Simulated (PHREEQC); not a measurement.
Dissolve 0.038 mol Ni(NO3)2, 0.0062 mol H3BO3 and 0.11 mol HCl per kg of water at 20 °C. Closed to the air; pH follows from the charge balance.

Model: ion-association model, wateq4f.dat, run in PHREEQC.

| quantity | before | after |
|---|---|---|
| pH | 1.06 | 1.07 |
| Cl- (mol/kgw) | 0.106 | 0.103 |
| NiCl+ (mol/kgw) | 0.00271 | 0.00488 |
| NiCl2 (mol/kgw) | 0.000525 | 0.000845 |
| H2BO3- (mol/kgw) | 5.78e-11 | 6.42e-11 |

Problem. Which change was made?
A) 0.015 mol/kgw CO2 added
B) temperature from 20 to 85 °C
C) H3BO3 from 0.0062 to 0.00682 mol/kgw
D) Ni(NO3)2 from 0.038 to 0.076 mol/kgw
E) temperature from 20 to 70 °C

Solution. D, Ni(NO3)2 from 0.038 to 0.076 mol/kgw

This is a speciation only: nothing precipitates in the calculation.
